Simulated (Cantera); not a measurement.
Charge: 1 mol Fe(CO)5, 0.3 mol O2, 0.39 mol N2, held at 3.10 bar.

These are equilibrium values from Cantera (NASA tables, ideal gas, pure condensed phases), not measurements of a reactor. Candidate condensed phases: C, Fe, Fe(CO)5, FeO, Fe2O3, Fe3O4; 27 gas species. Equilibrium is a limit: real reactors are often held back by kinetics, nucleation or transport.

### Question
Which condensed phases are stable at each of these points (T (K)): 1148, 1198, 1248, 1298, 1348, 1398, 1448, 1498, 1548?

### Answer
```
T (K)  condensed phases  Fe condensed (%)
-----  ----------------  ----------------
1148              Fe(α)             100.0
1198              Fe(γ)             100.0
1248              Fe(γ)             100.0
1298              Fe(γ)             100.0
1348              Fe(γ)             100.0
1398              Fe(γ)             100.0
1448              Fe(γ)             100.0
1498              Fe(γ)             100.0
1548              Fe(γ)             100.0
```

At 1148 K the condensed part is Fe(α). From 1198 K to 1548 K the condensed part is Fe(γ).
